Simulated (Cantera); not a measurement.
A perfectly stirred reactor is fed with CH4 : H2O : H2 = 1 : 3.4 : 1.3 (molar parts), at 0.133 bar; it is held at 1350 K, and followed from long to short residence time.

Cantera simulation using GRI-Mech 3.0 (53 species, 325 reactions); the numbers are that mechanism's predictions, not measurements.

Q: What does this change do: temperature 1350 to 1900 K?

A: 
| quantity | before | after |
|---|---|---|
| x(CH4) at τ = 13.0 s | 0.154 | 0.000578 |
| x(H2O) at τ = 13.0 s | 0.585 | 0.298 |
| x(H2) at τ = 13.0 s | 0.252 | 0.570 |
| x(CO) at τ = 13.0 s | 0.000503 | 0.115 |
| x(C2H) at τ = 13.0 s | 4.17e-11 | 1.46e-9 |
| x(CH4) at τ = 70.0 ms | 0.175 | 0.0198 |
| x(H2O) at τ = 70.0 ms | 0.596 | 0.401 |
| x(H2) at τ = 70.0 ms | 0.228 | 0.481 |
| x(CO) at τ = 70.0 ms | 2.32e-7 | 0.0590 |
| x(C2H) at τ = 70.0 ms | <1e-12 | 9.13e-7 |

Q: What does this change do: temperature 1350 to 1998 K?

A: 
| quantity | before | after |
|---|---|---|
| x(CH4) at τ = 13.0 s | 0.154 | 0.000115 |
| x(H2O) at τ = 13.0 s | 0.585 | 0.298 |
| x(H2) at τ = 13.0 s | 0.252 | 0.569 |
| x(CO) at τ = 13.0 s | 0.000503 | 0.116 |
| x(C2H) at τ = 13.0 s | 4.17e-11 | 2.07e-10 |
| x(CH4) at τ = 70.0 ms | 0.175 | 0.00991 |
| x(H2O) at τ = 70.0 ms | 0.596 | 0.345 |
| x(H2) at τ = 70.0 ms | 0.228 | 0.528 |
| x(CO) at τ = 70.0 ms | 2.32e-7 | 0.0900 |
| x(C2H) at τ = 70.0 ms | <1e-12 | 1.01e-6 |
